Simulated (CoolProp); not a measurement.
A closed Brayton cycle with carbon dioxide: compressor inlet 315.15 K and 8.6 MPa, high pressure 18.3 MPa, turbine inlet 885 K, compressor efficiency 0.8, turbine efficiency 0.85, recuperator effectiveness 0 (on enthalpy, no pinch check). Each further row changes one setting.

Model: reference Helmholtz-energy equation of state, Span 1996, in CoolProp.

| case | thermal efficiency (%) | net work (kJ/kg) | compressor to turbine work | compressor exit (K) | turbine exit (K) |
|---|---|---|---|---|---|
| as stated | 10.6 | 73.5 | 0.29 | 365.5 | 795.0 |
| turbine inlet 835 K | 10.6 | 67.2 | ? | 365.5 | 748.1 |
| compressor inlet 325.15 K | ? | ? | 0.37 | ? | 795.0 |
| high pressure 15.6 MPa | ? | ? | 0.27 | 354.6 | ? |
| recuperator effectiveness 0.5 | ? | 73.5 | 0.29 | 365.5 | 795.0 |

### Question
What belongs in the gaps?

### Answer

- turbine inlet 835 K, compressor to turbine work: 0.30
- compressor inlet 325.15 K, thermal efficiency (%): 10.1
- compressor inlet 325.15 K, net work (kJ/kg): 65.0
- compressor inlet 325.15 K, compressor exit (K): 387.3
- high pressure 15.6 MPa, thermal efficiency (%): 8.5
- high pressure 15.6 MPa, net work (kJ/kg): 59.9
- high pressure 15.6 MPa, turbine exit (K): 813.6
- recuperator effectiveness 0.5, thermal efficiency (%): 16.6
